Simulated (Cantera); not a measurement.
What does this Cantera script print?

```python
import numpy as np
import cantera as ct

surf = ct.Interface("diamond.yaml", "diamond_100")
gas, bulk = surf.adjacent["gas"], surf.adjacent["diamond"]
k = surf.kinetics_species_index(bulk.species_names[0])
cover = ["c6HH", "c6H*", "c6*H", "c6**", "c6HM", "c6B"]

rows, drift = [], 0.0
print(f"{'xH':>10s}{'um/h':>11s}" + "".join(f"{s:>11s}" for s in cover))
for v in [0.0001, 0.00024, 0.00057, 0.0014, 0.0032, 0.0077, 0.018, 0.044, 0.1]:
    T, P, xH, xCH3 = 1350, 7200, v, 2.3e-05
    gas.TPX = T, P, {"H": xH, "CH3": xCH3, "CH4": 0.0026, "H2": 1 - xH - xCH3 - 0.0026}
    surf.TP = bulk.TP = T, P
    surf.coverages = "c6H*:0.1, c6HH:0.9"
    surf.advance_coverages(100.0)
    before = surf.coverages
    surf.advance_coverages(100.0)
    drift = max(drift, np.max(np.abs(surf.coverages - before) / (surf.coverages + 1e-9)))
    rate = surf.net_production_rates[k] * bulk.mean_molecular_weight / bulk.density * 3.6e9
    rows.append([rate, *surf[cover].coverages])
    print(f"{v:10.4g}{rate:11.4e}" + "".join(f"{x:11.3e}" for x in rows[-1][1:]))
```

Output:

```
        xH       um/h       c6HH       c6H*       c6*H       c6**       c6HM        c6B
    0.0001 5.1171e-03  6.879e-01  2.840e-02  2.801e-01  3.589e-03  1.022e-05  1.389e-11
   0.00024 2.7075e-02  5.538e-01  4.011e-02  3.955e-01  1.040e-02  1.524e-05  7.347e-11
   0.00057 8.8210e-02  4.559e-01  4.804e-02  4.737e-01  2.210e-02  2.043e-05  2.394e-10
    0.0014 1.9229e-01  3.976e-01  5.214e-02  5.140e-01  3.601e-02  2.553e-05  5.218e-10
    0.0032 3.0094e-01  3.708e-01  5.372e-02  5.293e-01  4.604e-02  2.880e-05  8.166e-10
    0.0077 4.3464e-01  3.575e-01  5.443e-02  5.356e-01  5.236e-02  2.997e-05  1.179e-09
     0.018 6.3060e-01  3.518e-01  5.483e-02  5.379e-01  5.542e-02  2.862e-05  1.711e-09
     0.044 9.7602e-01  3.492e-01  5.531e-02  5.385e-01  5.698e-02  2.430e-05  2.648e-09
       0.1 1.4254e+00  3.481e-01  5.615e-02  5.379e-01  5.784e-02  1.808e-05  3.868e-09
```

Model: the Harris–Goodwin 1993 mechanism for the reconstructed diamond (100) surface, integrated in Cantera.
